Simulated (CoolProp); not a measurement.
A Linde-Hampson liquefier for ethane: isothermal reversible compression at 320 K from 1 atm to 10 MPa, throttling to 1 atm, return gas leaving the recuperator 0 K below the feed. Each further row changes one setting.

Computed with CoolProp (reference Helmholtz-energy equation of state, Bücker 2006).

```
case                        liquid yield per pass  compression work (kJ/kg of gas)
--------------------------  ---------------------  -------------------------------
as stated                                     [?]                              338
high pressure 20 MPa                          [?]                              [?]
warm-end temperature 350 K                  0.288                              395
warm-end gap 5 K                            0.426                              338
```

Problem. Fill in the missing entries.

Solution. 
- as stated, liquid yield per pass: 0.433
- high pressure 20 MPa, liquid yield per pass: 0.465
- high pressure 20 MPa, compression work (kJ/kg of gas): 366
